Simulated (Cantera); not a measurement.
Cantera with NASA thermochemical tables; ideal gases at 1 bar, condensed phases pure. Values are per mole of reaction as written; species without (g) are pure solids or liquids, kept so even where they would boil at 1 bar.

3 C2H6(g) + Ti2O3 → 2 Ti + 3 C2H5OH(g)

```csv
T (K),ΔH° (kJ),ΔS° (J/K),ΔG° (kJ),log10 K
2225,964.3,70.0,808.6,-18.98
2275,964.2,69.9,805.1,-18.49
2325,964.1,69.9,801.6,-18.01
2375,963.9,69.8,798.1,-17.55
2425,963.8,69.8,794.6,-17.12
2475,[?],[?],[?],[?]
2525,963.6,69.7,787.7,-16.29
2575,[?],[?],[?],[?]
2625,[?],[?],[?],[?]
2675,[?],[?],[?],[?]
```

Question: Complete the blanks.

Answer: 
- 2475, ΔH° (kJ): 963.7
- 2475, ΔS° (J/K): 69.7
- 2475, ΔG° (kJ): 791.2
- 2475, log10 K: -16.70
- 2575, ΔH° (kJ): 963.5
- 2575, ΔS° (J/K): 69.6
- 2575, ΔG° (kJ): 784.2
- 2575, log10 K: -15.91
- 2625, ΔH° (kJ): 963.3
- 2625, ΔS° (J/K): 69.6
- 2625, ΔG° (kJ): 780.7
- 2625, log10 K: -15.53
- 2675, ΔH° (kJ): 963.2
- 2675, ΔS° (J/K): 69.5
- 2675, ΔG° (kJ): 777.2
- 2675, log10 K: -15.18
